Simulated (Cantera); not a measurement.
Input: 1 mol (CH3)2SiCl2, a varied amount of H2, equilibrated at 2150 K and 19000 Pa.

Cantera equilibrium calculation (NASA polynomials, part measured and part estimated; ideal gas, pure solids and liquids). Candidate condensed phases: C, C6H6, C7H8, C8H18, Si, SiC; 109 gas species. The feed counts by its element totals alone. Gases not in the tables: Si2H6 and higher silanes. Equilibrium is a limit: real reactors are often held back by kinetics, nucleation or transport.

Which condensed phases are stable at each of these points (n(H2) (mol)): 43, 56, 73, 94, 120, 160, 210, 270, 340, 450?


```tsv
n(H2) (mol)	condensed phases	Si condensed (%)
43	C(graphite) + SiC(s)	97.5
56	C(graphite) + SiC(s)	97.6
73	C(graphite) + SiC(s)	97.6
94	C(graphite) + SiC(s)	97.4
120	C(graphite) + SiC(s)	97.1
160	C(graphite) + SiC(s)	96.6
210	C(graphite) + SiC(s)	95.8
270	SiC(s)	94.8
340	SiC(s)	93.0
450	SiC(s)	89.8
```

From 43 mol H2 to 210 mol H2 the condensed part is C(graphite) + SiC(s). From 270 mol H2 to 450 mol H2 the condensed part is SiC(s).
